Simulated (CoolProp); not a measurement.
Vapour-liquid equilibrium of n-pentane (1) + the fluoroketone C6F12O (FK-5-1-12) (2) at 304.8 K; x and y are mole fractions of (1).

The numbers come from the multi-fluid Helmholtz-energy mixture model, Thol 2019 and McLinden 2015; pair parameters Bell 2016 in CoolProp.

| x | bubble pressure, mixture model (kPa) | bubble pressure, Raoult's law (kPa) | y, mixture model | y, Raoult's law |
|---|---|---|---|---|
| 0.05 | 64.91 | 54.75 | 0.216 | 0.079 |
| 0.15 | 85.49 | 58.14 | 0.454 | 0.224 |
| 0.25 | 99.68 | 61.53 | 0.568 | 0.353 |
| 0.35 | 107.6 | 64.92 | 0.626 | 0.469 |
| 0.45 | 111.1 | 68.31 | 0.654 | 0.573 |
| 0.55 | 112.1 | 71.70 | 0.666 | 0.667 |
| 0.65 | 112.4 | 75.09 | 0.672 | 0.753 |
| 0.75 | 112.2 | 78.48 | 0.683 | 0.831 |
| 0.85 | 110.1 | 81.87 | 0.718 | 0.903 |
| 0.95 | 99.82 | 85.26 | 0.838 | 0.969 |

The largest gap from Raoult's law is +65.7 % in bubble pressure, at x = 0.35. y crosses x between x = 0.65 and 0.75: the model has an azeotrope there.

The pair parameters rest on a limited set of measurements; away from them the model extrapolates. With so large a gap from Raoult's law the liquid may split in two, which this calculation doesn't test in full.
